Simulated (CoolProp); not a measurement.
A Linde-Hampson liquefier for normal hydrogen: isothermal reversible compression at 200 K from 1 atm to 15 MPa, throttling to 1 atm, return gas leaving the recuperator 10 K below the feed. Each further row changes one setting.

The numbers come from the reference Helmholtz-energy equation of state, Leachman 2009 in CoolProp.

```json
[
 {"case": "as stated", "compression work (kJ/kg of gas)": "4210"},
 {"case": "high pressure 30 MPa", "compression work (kJ/kg of gas)": "4890"},
 {"case": "warm-end temperature 230 K", "compression work (kJ/kg of gas)": "4840"},
 {"case": "warm-end gap 15 K", "compression work (kJ/kg of gas)": "4210"}
]
```
